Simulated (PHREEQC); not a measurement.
**Nickel, zinc or cadmium bath (model solution)**

Solution (40 °C): 0.15 mol/kgw ZnCl2, 0.001 mol/kgw KCl and 0.00027 mol/kgw HCl. Closed to the air; pH follows from the charge balance.

Model: ion-association model, phreeqc.dat, run in PHREEQC.

No solid was allowed to form.

Problem. Predict the pH.

Solution. pH 3.68.

Problem. In which forms is Cl present?

Solution. Cl- 85 %, ZnCl+ 11 %, ZnCl2 2.5 %, ZnCl3- 1.3 % of the Cl.

Away from 25 °C the constants follow the database's enthalpies or fits; those with neither stay at their 25 °C values.
